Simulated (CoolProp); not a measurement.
Vapour-liquid equilibrium of n-hexane (1) + o-xylene (2) at 6.53 bar; x and y are mole fractions of (1).

Values from CoolProp's multi-fluid Helmholtz-energy mixture model, Thol 2019 and Zhou 2012; pair parameters Bell 2016.

Q: Give the bubble temperature and the first vapour's composition at x = 0.05, 0.5, 0.65. Is there an azeotrope?

A: x = 0.05: 496.1 K, y = 0.164; x = 0.5: 444.4 K, y = 0.811; x = 0.65: 434.2 K, y = 0.888. No azeotrope shows between x = 0.05 and 0.95.

The pair parameters rest on a limited set of measurements; away from them the model extrapolates.
